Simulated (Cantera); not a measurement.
A closed system holds: 1 mol TiO₂, 10 mol HCl, 2.2 mol H₂, held at 1350 °C and 31.0 mbar.

These are equilibrium values from Cantera (NASA tables, ideal gas, pure condensed phases), not measurements of a reactor. Candidate condensed phases: H₂O, Ti, TiCl₂, TiCl₃, TiCl₄, TiO, TiO₂, Ti₂O₃, Ti₃O₅, Ti₄O₇; 23 gas species. Mutual solubility and eutectic melting of coexisting phases are not modelled. Condensed phases not in the tables: Magnéli phases beyond Ti₄O₇. Rates play no part.

Base state: HCl 0.816, H₂ 0.175, H₂O 0.00652, Cl 0.000604, TiCl₃ 0.000543, TiCl₄ 0.000272, H 0.000165 (mole fractions); condensed: TiO₂(rutile) + Ti₄O₇(s).

What changes in the equilibrium state with this change: temperature from 1350 °C to 1475 °C?


```
species              before     after
-----------------  --------  --------
HCl                   0.816     0.815
H₂                    0.175     0.168
H₂O                 0.00652    0.0132
Cl                 0.000604   0.00199
TiCl₃              0.000543  0.000330
H                  0.000165  0.000533
TiCl₄              0.000272   8.73e-5
TiOCl₂              8.03e-6   2.19e-5
TiO₂(rutile), mol     0.752     0.394
Ti₄O₇(s), mol        0.0595     0.150
```
